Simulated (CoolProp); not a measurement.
The fluid at 700.17 K and 41 MPa is throttled through a valve to 4.94 MPa with no heat exchange. The same conditions are run with several fluids, on thermodynamics alone (safety and materials aside).

Model: reference Helmholtz-energy equation of state of each fluid (ammonia: Gao 2020; dry air: Lemmon 2000; oxygen: Schmidt 1985; hydrogen sulfide: Lemmon 2006; carbon dioxide: Span 1996), in CoolProp. Blends and air are pseudo-pure fits.

```
fluid             temperature change (K)    final phase  final density (kg/m³)
----------------  ----------------------  -------------  ---------------------
ammonia                            -73.7            gas                   16.7
dry air                            +12.5  supercritical                   23.7
oxygen                              +2.2            gas                   26.7
hydrogen sulfide                   -77.5            gas                   33.4
carbon dioxide                     -33.5            gas                   39.4
```

Above 300 K oxygen's equation is extrapolated.
